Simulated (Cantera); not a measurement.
A freely propagating, adiabatic, planar premixed flame of CH4 : O2 : N2 = 1 : 1.82 : 9.09 (molar parts), equivalence ratio 1.1, unburnt at 400 K and 4.80 bar; mixture-averaged transport, grid criteria slope 0.08 and curve 0.16, no radiation.

Cantera simulation using GRI-Mech 3.0 (53 species, 325 reactions); the numbers are that mechanism's predictions, not measurements. Burning velocities carry a grid error of a few per cent, more on coarse grids.

x: mole fraction of selected species; z is measured from the peak of heat release.

```
z (mm)   T (K)  u (m/s)    x CH4      x O2     x CH3    x HCO     x CO2    x C2H
-------  -----  -------  -------  --------  --------  -------  --------  -------
-0.803     401    0.138   0.0838     0.153     <1e-8    <1e-8   3.94e-6    <1e-8
-0.535     411    0.142   0.0830     0.152   1.14e-8    <1e-8   5.36e-5    <1e-8
-0.401     443    0.153   0.0809     0.149   4.80e-8    <1e-8  0.000290    <1e-8
-0.268       ?    0.205   0.0723     0.138   5.37e-7    <1e-8   0.00211    <1e-8
-0.134       ?    0.372   0.0450    0.0965   4.55e-5  2.93e-8    0.0124    <1e-8
-0.0669      ?    0.505   0.0225    0.0589  0.000410  1.06e-6    0.0246    <1e-8
0         1788    0.630  0.00337    0.0200  0.000706  5.20e-6    0.0416  1.32e-7
0.0669    1912    0.670  6.86e-5   0.00467   3.22e-5  6.93e-7    0.0552  3.65e-8
0.134     1948    0.681  1.07e-6   0.00184   5.95e-7  6.67e-8    0.0602    <1e-8
0.268     1978    0.691    <1e-8  0.000689     <1e-8  3.23e-8    0.0623    <1e-8
0.535     1997    0.697    <1e-8  0.000208     <1e-8  1.63e-8    0.0628    <1e-8
1.07      2005    0.699    <1e-8   4.87e-5     <1e-8    <1e-8    0.0630    <1e-8
2.14      2008    0.700    <1e-8   1.17e-5     <1e-8    <1e-8    0.0630    <1e-8
```

### Question
Fill in the missing entries.

### Answer

- -0.268, T (K): 590
- -0.134, T (K): 1060
- -0.0669, T (K): 1435
